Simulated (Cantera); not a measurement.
A Cantera script and its output.

```python
import numpy as np
import cantera as ct

gas = ct.Solution("gri30.yaml")
gas.TPX = 1675, 100000, {'CO': 1, 'H2': 0.15, 'O2': 0.359, 'N2': 1.55}
reactor = ct.IdealGasReactor(gas, energy="on", clone=False)
net = ct.ReactorNet([reactor])
net.rtol, net.atol = 1e-08, 1e-16
show = ['CO', 'H2', 'O2', 'OH', 'H2O', 'HO2']
times = np.geomspace(4e-06, 1, 11)

steps = ct.SolutionArray(gas, extra=["t"])
rows = []
print(f"{'t/s':>10s}{'T/K':>9s}{'P/Pa':>11s}" + "".join(f"{s:>11s}" for s in show))
for t in times:
    while net.time < t:
        t_next = net.step()
        steps.append(gas.state, t=t_next)
    rows.append([np.interp(t, steps.t, y) for y in (steps.T, steps.P, *steps(*show).X.T)])
    print(f"{t:10.3e}{rows[-1][0]:9.1f}{rows[-1][1]:11.4g}" + "".join(f"{x:11.3e}" for x in rows[-1][2:]))
rate = np.gradient(steps.T, steps.t)
print("integrator steps:", len(steps.t))
if steps.T.max() > steps.T[0] + 200:
    print(f"time of steepest temperature rise: {steps.t[rate.argmax()]:.4e} s")
gas.TPX = 1675, 100000, {'CO': 1, 'H2': 0.15, 'O2': 0.359, 'N2': 1.55}
gas.equilibrate("UV")
print(f"equilibrium (UV): T = {gas.T:.1f} K  " + "  ".join(f"{s} {gas[s].X[0]:.3e}" for s in show))
```

It prints:

```
       t/s      T/K       P/Pa         CO         H2         O2         OH        H2O        HO2
 4.000e-06   1675.0      1e+05  3.269e-01  4.902e-02  1.173e-01  3.899e-06  8.546e-06  7.043e-07
 1.386e-05   1693.9  1.011e+05  3.199e-01  2.977e-02  1.025e-01  4.133e-03  1.165e-02  1.885e-05
 4.804e-05   2175.4  1.269e+05  2.322e-01  7.944e-03  3.572e-02  1.132e-02  1.811e-02  5.249e-06
 1.665e-04   2761.7  1.551e+05  2.200e-01  7.510e-03  2.891e-02  1.518e-02  2.999e-02  3.660e-06
 5.771e-04   2954.3  1.637e+05  2.111e-01  7.005e-03  2.190e-02  1.416e-02  3.421e-02  4.719e-06
 2.000e-03   2949.0  1.633e+05  2.114e-01  7.079e-03  2.073e-02  1.382e-02  3.440e-02  4.497e-06
 6.931e-03   2948.9  1.633e+05  2.115e-01  7.080e-03  2.072e-02  1.381e-02  3.440e-02  4.494e-06
 2.402e-02   2948.9  1.633e+05  2.115e-01  7.080e-03  2.072e-02  1.381e-02  3.440e-02  4.494e-06
 8.326e-02   2948.9  1.633e+05  2.115e-01  7.080e-03  2.072e-02  1.381e-02  3.440e-02  4.494e-06
 2.885e-01   2948.9  1.633e+05  2.115e-01  7.080e-03  2.072e-02  1.381e-02  3.440e-02  4.494e-06
 1.000e+00   2948.9  1.633e+05  2.115e-01  7.080e-03  2.072e-02  1.381e-02  3.440e-02  4.494e-06
integrator steps: 1156
time of steepest temperature rise: 1.7633e-05 s
equilibrium (UV): T = 2948.9 K  CO 2.115e-01  H2 7.080e-03  O2 2.072e-02  OH 1.381e-02  H2O 3.440e-02  HO2 4.494e-06
```

Cantera simulation using GRI-Mech 3.0 (53 species, 325 reactions); the numbers are that mechanism's predictions, not measurements.
